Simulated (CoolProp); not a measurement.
The numbers come from the reference Helmholtz-energy equation of state, Tillner-Roth 1997 in CoolProp.

Problem. Give the vapour pressure (MPa), enthalpy of vaporisation (kJ/kg), vapour viscosity (µPa s) of saturated CH2F2 (R32) at 225.9, 243.2 K.

Solution. 
```tsv
T (K)	p (MPa)	enthalpy of vaporisation (kJ/kg)	vapour viscosity (µPa s)
225.9	0.126	377	10.1
243.2	0.274	357	10.9
```

Viscosity comes from a separate model (Bell 2016), an estimate that may be off by 10 % or more.
